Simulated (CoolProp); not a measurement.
Properties of R22 along the isobar 0.101 MPa.

The numbers come from the reference Helmholtz-energy equation of state, Kamei 1995 in CoolProp.

| T (K) | phase | density (kg/m³) | cp (kJ/(kg K)) | cv (kJ/(kg K)) | expansivity (1/kK) | Prandtl number | fugacity coefficient |
|---|---|---|---|---|---|---|---|
| 184 | liquid | 1543 | 1.061 | 0.6652 | 1.721 | 4.99 | 0.05103 |
| 192.8 | liquid | 1519 | 1.062 | 0.6613 | 1.766 | 4.32 | 0.09978 |
| 201.6 | liquid | 1496 | 1.065 | 0.6581 | 1.818 | 3.81 | 0.1819 |
| 210.4 | liquid | 1471 | 1.069 | 0.6558 | 1.878 | 3.42 | 0.3123 |
| 219.2 | liquid | 1447 | 1.076 | 0.6545 | 1.948 | 3.11 | 0.5086 |
| 228.1 | liquid | 1421 | 1.084 | 0.6545 | 2.030 | 2.85 | 0.7948 |
| 236.9 | gas | 4.586 | 0.6087 | 0.4946 | 4.760 | 0.840 | 0.9679 |
| 245.7 | gas | 4.403 | 0.6145 | 0.5031 | 4.515 | 0.831 | 0.9718 |
| 254.5 | gas | 4.235 | 0.6213 | 0.5120 | 4.301 | 0.823 | 0.9751 |
| 263.3 | gas | 4.081 | 0.6287 | 0.5211 | 4.112 | 0.816 | 0.9779 |
| 272.2 | gas | 3.938 | 0.6367 | 0.5306 | 3.940 | 0.809 | 0.9803 |
| 281 | gas | 3.806 | 0.6451 | 0.5401 | 3.787 | 0.804 | 0.9824 |
| 289.8 | gas | 3.684 | 0.6536 | 0.5496 | 3.648 | 0.798 | 0.9841 |
| 298.6 | gas | 3.569 | 0.6624 | 0.5593 | 3.520 | 0.793 | 0.9857 |
| 307.4 | gas | 3.462 | 0.6714 | 0.5689 | 3.402 | 0.788 | 0.9870 |
| 316.3 | gas | 3.361 | 0.6805 | 0.5787 | 3.293 | 0.784 | 0.9882 |

Viscosity comes from a separate model (Bell 2016), an estimate that may be off by 10 % or more. Thermal conductivity comes from a separate model (McLinden 2000), an estimate that may be off by 10 % or more.
